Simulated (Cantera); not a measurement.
An adiabatic, constant-pressure homogeneous reactor starts with CH3OH : O2 : N2 = 1 : 3.26 : 12.3 (molar parts), equivalence ratio 0.46, at 1375 K and 4.60 bar. Integrator tolerance rtol = 1e-08.

Computed with Cantera and GRI-Mech 3.0 (53 species, 325 reactions). GRI-Mech 3.0 was tuned for natural gas; its chemistry of methanol as a main component is partial and can be far from experiment.

Problem. What does this change do: constant volume in place of constant pressure?

Solution. 
| quantity | before | after |
|---|---|---|
| time of steepest temperature rise | 0.277 ms | 0.258 ms |
| temperature at 7.00 s | 2328 K | 2534 K |
| equilibrium temperature | 2328 K | 2534 K |
| x(CH3OH) at 7.00 s | <1e-12 (gas-phase equilibrium <1e-12) | <1e-12 (gas-phase equilibrium <1e-12) |
| x(O2) at 7.00 s | 0.0967 (gas-phase equilibrium 0.0967) | 0.0938 (gas-phase equilibrium 0.0938) |
| x(CO) at 7.00 s | 0.00120 (gas-phase equilibrium 0.00120) | 0.00271 (gas-phase equilibrium 0.00271) |
| x(C2H4) at 7.00 s | <1e-12 (gas-phase equilibrium <1e-12) | <1e-12 (gas-phase equilibrium <1e-12) |
| x(CO2) at 7.00 s | 0.0573 (gas-phase equilibrium 0.0573) | 0.0556 (gas-phase equilibrium 0.0556) |
| x(CH3) at 7.00 s | <1e-12 (gas-phase equilibrium <1e-12) | <1e-12 (gas-phase equilibrium <1e-12) |
| x(N2O) at 7.00 s | 1.22e-6 (gas-phase equilibrium 1.22e-6) | 2.42e-6 (gas-phase equilibrium 2.42e-6) |
